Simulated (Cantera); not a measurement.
# Thermodynamics of metals in furnace atmospheres, feed Pb + H2O + N2

Feed: 1 mol Pb, 0.24 mol H2O, 1.6 mol N2, at 1.00 bar.

Equilibrium computed with Cantera from the NASA thermochemical tables; the gas is ideal and each condensed phase is pure. Candidate condensed phases: H2O, Pb, PbO, PbO2, Pb3O4; 27 gas species. Gases not in the tables: (PbO)n polymers. The numbers say what is thermodynamically allowed, not how fast it happens.

```
T (K)   x N2     x Pb   x H2O      x H2  n Pb(l)
-----  -----  -------  ------  --------  -------
1300   0.867  0.00262   0.130  0.000169    0.995
1375   0.864  0.00656   0.129  0.000363    0.987
1450   0.856   0.0149   0.128  0.000719    0.971
1525   0.841   0.0311   0.125   0.00132    0.938
1600   0.815   0.0606   0.120   0.00227    0.876
1675   0.770    0.111   0.112   0.00366    0.761
1750   0.697    0.192  0.0991   0.00549    0.544
1825   0.585    0.319  0.0802   0.00756    0.103
```
x: gas mole fraction; n: condensed amount in mol.

From 1300 K to 1825 K the condensed part is Pb(l). The share of Pb in condensed phases is highest at 1300 K (99.5 %) and lowest at 1825 K (10.3 %).
